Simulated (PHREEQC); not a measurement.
A column of 0.2 m (40 cells, dispersivity 0.007 m, 300 s a shift, diffusion coefficient 3e-10 m²/s) holds 0.027 eq of the database's cation exchanger X per kg of pore water, first in equilibrium with 5.1 mmol/kgw MgSO4, 7.6 mmol/kgw LiCl and 0.01 mmol/kgw HCl. It is flushed with 0.005 mol MgSO4, 0.029 mol ZnSO4 and 1e-05 mol HCl per kg of water, at 25 °C. Values are for the last cell. No CO2 enters from the air. Nothing may precipitate in this run.

The series has 31 steps of pore volumes, from 0 to 3.013.

The numbers come from PHREEQC with the ion-association model, phreeqc.dat.

**Question.** After how many pore volumes does Zn at the outlet first reach half of its feed value?

**Answer.** By 1.4 pore volumes.

Complexes and solids missing from the database can't appear.
